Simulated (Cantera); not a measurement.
Input (Python, Cantera) and output of one run.

```python
import numpy as np
import cantera as ct

gas_names = """
    Fe H H2 H2S S SH S2 S8
""".split()
cond_names = """
    Fe(a) Fe(c) Fe(d) Fe(L) FeS(a) FeS(b) FeS(c) FeS(L) FeS2(s) S(cr1) S(cr2) S(L)
""".split()


# ... load() reads the species with a 1 bar reference pressure and builds the phases ...
atoms = {
    'FeS2': {'Fe': 1, 'S': 2},
    'H2': {'H': 2},
}
top_T = {'FeS2(s)': 1010}  # K; cautious upper limits of use, not melting points


# ... equilibrate(T, P, feed) seeds the gas with the atoms and calls Mixture.equilibrate('TP', solver="vcs", rtol=1e-11, max_steps=5000) ...
results = []
T = 2148.15  # K
P = 13332.2  # Pa
for m in [9.9, 22, 51, 110, 260, 580, 1300]:
    feed = {'FeS2': 1, 'H2': m}  # mol
    mix = equilibrate(T, P, feed)
    results.append((T, P, feed, dict(zip(mix.species_names, mix.species_moles))))

top = {s: max(r[3][s] / sum(r[3][g] for g in gas_names) for r in results) for s in gas_names}
cols = sorted((s for s in top if top[s] > 1e-05), key=lambda s: -top[s])[:8]
seen = [c for c in cond_names if any(r[3].get(c, 0) > 1e-12 for r in results)]
print("log10 of partial pressures in bar; condensed amounts in mol")
print(f"{'n(H2)':>10s}" + "".join(f"{s[:9]:>10s}" for s in cols + seen))
for T, P, feed, n in results:
    ng = sum(n[g] for g in gas_names)
    print(f"{feed['H2']:10.4g}" + "".join(f"{np.log10(max(n[s] / ng * P / 1e5, 1e-99)):10.3f}" for s in cols)
          + "".join(f"{n.get(c, 0):10.4g}" for c in seen))
```

Output:

```
log10 of partial pressures in bar; condensed amounts in mol
     n(H2)        H2        S2       H2S        SH        Fe         H         S     Fe(L)
       9.9    -0.943    -2.085    -2.377    -2.527    -2.768    -2.851    -3.147      0.86
        22    -0.914    -2.498    -2.555    -2.719    -2.768    -2.837    -3.354    0.7032
        51    -0.899    -2.987    -2.785    -2.956    -2.768    -2.829    -3.599    0.3264
       110    -0.891    -3.484    -3.025    -3.200    -2.925    -2.825    -3.847         0
       260    -0.885    -4.099    -3.326    -3.505    -3.295    -2.822    -4.155         0
       580    -0.882    -4.724    -3.636    -3.816    -3.642    -2.821    -4.467         0
      1300    -0.881    -5.386    -3.966    -4.146    -3.992    -2.820    -4.798         0
```

Cantera equilibrium calculation (NASA polynomials, part measured and part estimated; ideal gas, pure solids and liquids).
